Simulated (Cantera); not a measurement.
A freely propagating, adiabatic, planar premixed flame of 11.4 % CH4, 2.61 % H2, 17.2 % O2, 64.5 % N2, 4.32 % H2O, equivalence ratio 1.4, unburnt at 675 K and 6.02 atm; mixture-averaged transport, grid criteria slope 0.08 and curve 0.16, no radiation.

Detailed kinetics in Cantera: GRI-Mech 3.0 (53 species, 325 reactions). Burning velocities carry a grid error of a few per cent, more on coarse grids.

x: mole fraction of selected species; z is measured from the peak of heat release.

```tsv
z (mm)	T (K)	u (m/s)	x CH4	x H2	x O2	x H	x C2H2	x H2O
-0.453	677	0.445	0.113	0.0284	0.171	<1e-8	3.03e-7	0.0435
-0.302	685	0.452	0.112	___	0.170	<1e-8	___	0.0447
-0.226	710	0.470	0.110	0.0340	0.168	<1e-8	9.00e-6	0.0485
-0.151	820	0.547	0.102	0.0390	0.159	1.96e-8	6.06e-5	0.0638
-0.0755	1233	0.836	0.0704	0.0463	0.118	1.06e-5	0.000415	0.116
-0.0377	1595	1.09	0.0416	0.0505	0.0761	0.000115	0.000987	0.161
0	1932	1.34	0.0153	0.0537	0.0329	0.000675	0.00209	0.201
0.0377	2105	1.46	0.00461	0.0556	0.0102	0.00130	0.00213	0.219
0.0755	2166	1.50	0.00192	0.0575	0.00313	0.00134	0.00153	0.223
0.151	2197	1.52	0.000781	0.0605	0.000429	0.000996	0.000869	0.221
0.302	2206	1.53	___	0.0631	___	___	___	0.219
0.604	2207	1.53	0.000122	0.0645	2.74e-6	0.000592	0.000135	0.218
1.21	2206	1.53	1.87e-5	0.0650	2.47e-6	0.000591	1.79e-5	0.217
```

**Question.** What belongs in the gaps?

**Answer.** 
- -0.302, x H2: 0.0310
- -0.302, x C2H2: 1.87e-6
- 0.302, x CH4: 0.000348
- 0.302, x O2: 2.46e-5
- 0.302, x H: 0.000684
- 0.302, x C2H2: 0.000418
